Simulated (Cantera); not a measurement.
Equilibrium for carbothermic reduction: Fe3O4 + CO + N2

Input: 1 mol Fe3O4, 2 mol CO, 0.18 mol N2, equilibrated at 1.00 bar.

Cantera equilibrium calculation (NASA polynomials, part measured and part estimated; ideal gas, pure solids and liquids). Candidate condensed phases: C, Fe, Fe(CO)5, FeO, Fe2O3, Fe3O4; 27 gas species. The tables' stoichiometric FeO is somewhat more stable than real wüstite, so its field is too wide. FeO: taken at fixed stoichiometry. Rates play no part.

From 1223 K to 1623 K the condensed part is FeO(s). From 1673 K to 1823 K the condensed part is FeO(l).

```
T (K)  x CO2   x CO    x N2      x Fe      x NO     x FeO      x O2       x O  n FeO(s)  n FeO(l)
-----  -----  -----  ------  --------  --------  --------  --------  --------  --------  --------
1223   0.459  0.459  0.0826  2.09e-11  4.87e-12    <1e-12    <1e-12    <1e-12      3.00         0
1273   0.459  0.459  0.0826  9.45e-11  2.06e-11    <1e-12    <1e-12    <1e-12      3.00         0
1323   0.459  0.459  0.0826  3.80e-10  7.79e-11  1.18e-12    <1e-12    <1e-12      3.00         0
1373   0.459  0.459  0.0826   1.37e-9  2.68e-10  6.21e-12    <1e-12    <1e-12      3.00         0
1423   0.459  0.459  0.0826   4.53e-9  8.42e-10  2.89e-11  2.10e-12  1.95e-12      3.00         0
1473   0.459  0.459  0.0826   1.38e-8   2.45e-9  1.21e-10  1.05e-11  9.05e-12      3.00         0
1523   0.459  0.459  0.0826   3.87e-8   6.64e-9  4.57e-10  4.73e-11  3.79e-11      3.00         0
1573   0.459  0.459  0.0826   1.02e-7   1.69e-8   1.58e-9  1.93e-10  1.45e-10      3.00         0
1623   0.459  0.459  0.0826   2.51e-7   4.05e-8   5.07e-9  7.21e-10  5.11e-10      3.00         0
1673   0.459  0.459  0.0826   5.74e-7   9.21e-8   1.47e-8   2.49e-9   1.67e-9         0      3.00
1723   0.459  0.459  0.0826   1.21e-6   2.00e-7   3.91e-8   7.99e-9   5.08e-9         0      3.00
1773   0.459  0.459  0.0826   2.44e-6   4.14e-7   9.77e-8   2.40e-8   1.45e-8         0      3.00
1823   0.459  0.459  0.0826   4.74e-6   8.25e-7   2.32e-7   6.78e-8   3.93e-8         0      3.00
```
x: gas mole fraction; n: condensed amount in mol.
